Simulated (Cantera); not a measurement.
A closed system holds: 1 mol Fe, 1 mol CO, 19 mol N2, held at 1027 °C and 28.0 Pa.

Method: chemical equilibrium by Gibbs-energy minimisation in Cantera with the NASA 1993 tables (ideal gas, pure condensed phases). Candidate condensed phases: C, Fe, Fe(CO)5, FeO, Fe2O3, Fe3O4; 27 gas species. The numbers say what is thermodynamically allowed, not how fast it happens.

Base state: N2 0.950, CO 0.0500 (mole fractions); condensed: Fe(γ).

**Question.** What changes in the equilibrium state with this change: Fe replaced by Pb?

**Answer.** 
```tsv
species	before	after
N2	0.950	0.905
Pb	0	0.0476
CO	0.0500	0.0476
Fe(γ), mol	1.000	0
```
Further candidate phases: Pb, PbO, PbO2, Pb3O4.
